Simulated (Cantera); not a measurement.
Feed: 1 mol Cu, 7.6 mol HF, 18 mol N2, at 2.60 Pa.

Cantera equilibrium calculation (NASA polynomials, part measured and part estimated; ideal gas, pure solids and liquids). Candidate condensed phases: Cu, CuF2; 25 gas species. The numbers say what is thermodynamically allowed, not how fast it happens.

### Question
Which condensed phases are stable at each of these points (T (K)): 773, 873, 973, 1073, 1173, 1273, 1373, 1473?

### Answer
```
T (K)  condensed phases  Cu condensed (%)
-----  ----------------  ----------------
773               Cu(s)             100.0
873               Cu(s)             100.0
973               Cu(s)             100.0
1073              Cu(s)              99.8
1173              Cu(s)              98.8
1273              Cu(s)              89.3
1373              Cu(l)              11.5
1473           gas only               0.0
```

From 773 K to 1273 K the condensed part is Cu(s). At 1373 K the condensed part is Cu(l). At 1473 K nothing is condensed.
